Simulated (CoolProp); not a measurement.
Vapour-liquid equilibrium of C2F6 (R116) (1) + propane (2) at 333 kPa; x and y are mole fractions of (1).

Computed with CoolProp (multi-fluid Helmholtz-energy mixture model, Lemmon 2006 and Lemmon 2009; pair parameters Bell 2016).

```json
[
 {"x": "0.05", "bubble temperature (°C)": "-30.2", "y at the bubble point": "0.498", "dew temperature at overall composition x (°C)": "-12.7", "liquid density (mol/L)": "12.65"},
 {"x": "0.15", "bubble temperature (°C)": "-44.8", "y at the bubble point": "0.738", "dew temperature at overall composition x (°C)": "-16.0", "liquid density (mol/L)": "12.68"},
 {"x": "0.25", "bubble temperature (°C)": "-48.4", "y at the bubble point": "0.785", "dew temperature at overall composition x (°C)": "-19.6", "liquid density (mol/L)": "12.43"},
 {"x": "0.35", "bubble temperature (°C)": "-49.4", "y at the bubble point": "0.797", "dew temperature at overall composition x (°C)": "-23.5", "liquid density (mol/L)": "12.12"},
 {"x": "0.45", "bubble temperature (°C)": "-49.7", "y at the bubble point": "0.803", "dew temperature at overall composition x (°C)": "-27.9", "liquid density (mol/L)": "11.82"},
 {"x": "0.55", "bubble temperature (°C)": "-50.1", "y at the bubble point": "0.810", "dew temperature at overall composition x (°C)": "-32.8", "liquid density (mol/L)": "11.56"},
 {"x": "0.65", "bubble temperature (°C)": "-50.7", "y at the bubble point": "0.825", "dew temperature at overall composition x (°C)": "-38.6", "liquid density (mol/L)": "11.32"},
 {"x": "0.75", "bubble temperature (°C)": "-51.4", "y at the bubble point": "0.850", "dew temperature at overall composition x (°C)": "-45.7", "liquid density (mol/L)": "11.13"},
 {"x": "0.85", "bubble temperature (°C)": "-52.1", "y at the bubble point": "0.892", "dew temperature at overall composition x (°C)": "-51.4", "liquid density (mol/L)": "10.96"},
 {"x": "0.95", "bubble temperature (°C)": "-52.5", "y at the bubble point": "0.956", "dew temperature at overall composition x (°C)": "-52.5", "liquid density (mol/L)": "10.82"}
]
```

No azeotrope shows between x = 0.05 and 0.95.

Pair parameters are fitted to limited data, so mixtures are less certain than the pure fluids. With so large a gap from Raoult's law the liquid may split in two, which this calculation doesn't test in full.
